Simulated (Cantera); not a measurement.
An isothermal, constant-pressure homogeneous reactor starts with 1.35 % CO, 1.35 % O2, 0.532 % H2O, 96.8 % N2, equivalence ratio 0.50, at 1300 K and 3.50 bar.

Detailed kinetics in Cantera: GRI-Mech 3.0 (53 species, 325 reactions).

x: mole fraction; the columns are a selection and need not sum to one.

```
t (s)         x CO     x O2    x H2O     x H2      x O
--------  --------  -------  -------  -------  -------
0.000300    0.0135   0.0135  0.00532  2.16e-8        …
0.000823    0.0129   0.0132  0.00525  3.09e-5        …
0.00226    0.00492  0.00923  0.00523  6.18e-5        …
0.00620    0.00105  0.00733  0.00532  1.63e-5        …
0.0170    0.000156  0.00689  0.00535  2.43e-6        …
0.0468     1.65e-5  0.00682  0.00535  2.86e-7        …
0.128      1.32e-6  0.00682  0.00536  3.63e-8        …
0.352      8.00e-8  0.00682  0.00536  8.08e-9        …
0.967      1.70e-8  0.00682  0.00536  3.47e-9        …
2.65       1.36e-8  0.00682  0.00536  3.03e-9  7.86e-9
7.29       1.36e-8  0.00682  0.00536  3.03e-9  7.86e-9
20.0       1.36e-8  0.00682  0.00536  3.03e-9  7.86e-9
```

Fill in the missing entries.


- 0.000300, x O: 3.12e-7
- 0.000823, x O: 0.000131
- 0.00226, x O: 0.000114
- 0.00620, x O: 2.35e-5
- 0.0170, x O: 3.52e-6
- 0.0468, x O: 4.71e-7
- 0.128, x O: 7.86e-8
- 0.352, x O: 2.28e-8
- 0.967, x O: 9.27e-9
